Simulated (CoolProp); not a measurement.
A simple Rankine cycle with chlorine: condensing at 303.15 K, boiler at 2.04 MPa, turbine inlet 344 K, turbine efficiency 0.8, pump efficiency 0.8, no recuperator. Each further row changes one setting.

Computed with CoolProp (reference Helmholtz-energy equation of state, Thol 2021).

```csv
case,thermal efficiency (%),net work (kJ/kg),heat in (kJ/kg),turbine exit temperature (K),volume ratio over the turbine
as stated,7.7,19.4,251,303.1,2.10
turbine inlet 364 K,7.9,21.0,265,303.1,1.99
condensing temperature 295.15 K,9.4,24.2,259,295.1,2.55
boiler pressure 1.43 MPa,4.7,12.3,260,310.0,1.48
turbine efficiency 0.7,6.7,16.9,251,303.1,2.13
```

The expansion ends wet for: as stated; turbine inlet 364 K; condensing temperature 295.15 K; turbine efficiency 0.7.
